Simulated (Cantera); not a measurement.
A perfectly stirred reactor is fed with C3H8 : O2 : N2 = 1 : 3.33 : 22.7 (molar parts), at 1.00 atm; it is adiabatic with a 375 K inlet, and is followed from long to short residence time, starting on the burning branch (τ in s: 0.15, 0.074, 0.038, 0.02, 0.01, 0.0051, 0.0026, 0.0013, 0.00069, 0.00035, 0.00018, 9.2e-05).

Computed with Cantera and GRI-Mech 3.0 (53 species, 325 reactions). GRI-Mech 3.0 was tuned for natural gas; its chemistry of propane as a main component is partial and can be far from experiment.

Question: What does this change do: pressure from 1.00 atm to 7.40 atm?

Answer: 
```csv
quantity,before,after
"blow-out, bracketed by the residence times tried","burning at 10.0 ms, out at 5.10 ms","burning at 2.60 ms, out at 1.30 ms"
x(C3H8) at τ = 0.150 s,1.50e-5,9.08e-6
x(O2) at τ = 0.150 s,0.00151,0.00105
x(C2H) at τ = 0.150 s,2.11e-8,4.11e-9
x(CO2) at τ = 0.150 s,0.0406,0.0446
x(CH2CO) at τ = 0.150 s,6.33e-5,6.38e-5
x(C3H8) at τ = 2.60 ms,0.0370,0.000803
x(O2) at τ = 2.60 ms,0.123,0.0179
x(C2H) at τ = 2.60 ms,<1e-12,9.02e-10
x(CO2) at τ = 2.60 ms,<1e-12,0.0239
x(CH2CO) at τ = 2.60 ms,<1e-12,0.000878
```
